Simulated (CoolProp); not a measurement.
A Linde-Hampson liquefier for dry air: isothermal reversible compression at 230 K from 1 atm to 5 MPa, throttling to 1 atm, return gas leaving the recuperator 10 K below the feed. Each further row changes one setting.

Values from CoolProp's reference Helmholtz-energy equation of state, Lemmon 2000. It is a pseudo-pure fit of the blend.

| case | liquid yield per pass | compression work (kJ/kg of gas) |
|---|---|---|
| as stated | 0.025 | 253 |
| high pressure 10 MPa | 0.077 | 295 |
| warm-end temperature 260 K | 0.012 | 288 |
| warm-end gap 15 K | 0.010 | 253 |
